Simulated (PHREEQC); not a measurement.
A PHREEQC input (ion-association model, phreeqc.dat):

```
SOLUTION 1
  temp 20
  units mmol/kgw
  pH 5.84
  pe 12.7
  Na 0.545
  K 0.00775
  Ca 0.136
  Mg 0.00988
  Cl 0.152
  S(6) 0.759 as SO4
  Alkalinity 0.726 as HCO3
  Br 0.000912
  Li 4.08e-05
  Zn 0.00103
END
USE solution 1
EQUILIBRIUM_PHASES 1
  Quartz 0 0.5
  CO2(g) -2 10
END
```

The run finishes without an error or a warning.

Its last state differs from that of the intended input:

| quantity | as run | intended |
|---|---|---|
| pH | 6.63 | 5.09 |
| ionic strength (mol/kgw) | 0.00248 | 5.17e-5 |
| HCO3- (mol/kgw) | 0.000725 | 2.01e-5 |
| HSO4- (mol/kgw) | 1.31e-8 | 5.48e-9 |
| CaSO4 (mol/kgw) | 1.04e-5 | 4.28e-9 |
| H3SiO4- (mol/kgw) | 4.84e-8 | 1.34e-9 |

**Question.** One thing in the input isn't as intended. What explains the difference?

**Answer.** Several could match; the one computed here: The fault: the units line changed with the numbers kept. The line should read `units mg/L` where the input has `units mmol/kgw`.
